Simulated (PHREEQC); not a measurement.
Solution (25 °C): 0.0014 mol/kgw MgCl2, 0.00027 mol/kgw NaHCO3 and 5.4e-05 mol/kgw NaCl. Closed to the air; pH follows from the charge balance.

The numbers come from PHREEQC with the ion-association model, phreeqc.dat.

```json
[
 {"quantity": "pH", "before": "8.06", "after": "7.95"},
 {"quantity": "CO2 (mol/kgw)", "before": "4.74e-6", "after": "1.28e-6"},
 {"quantity": "SI of Halite (NaCl)", "before": "-7.67", "after": "-9.03"}
]
```

### Question
Which change was made?
(A) 3.2e-05 mol/kgw Ba(NO3)2 added
(B) MgCl2 replaced by AlCl3 at the same molality
(C) 0.0001 mol/kgw Na2SO4 added
(D) diluted 5-fold with water
(E) NaCl from 5.4e-05 to 5.94e-05 mol/kgw

### Answer
D, diluted 5-fold with water

No solid was allowed to form.
